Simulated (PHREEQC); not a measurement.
**Buffer**

A solution holds 4.3 mmol/kgw NaH2PO4 and 0.5 mmol/kgw NaF, at 25 °C. Closed to the air; pH follows from the charge balance.

The numbers come from PHREEQC with the ion-association model, wateq4f.dat.

This is a speciation only: nothing precipitates in the calculation.

Q: Estimate the pH.

A: pH 4.92.

Q: In which forms is F present?

A: F- 98 %, HF 1.6 % of the F.

Complexes and solids missing from the database can't appear. H3PO4, which wateq4f.dat lacks, is added to it with the constant of phreeqc.dat.
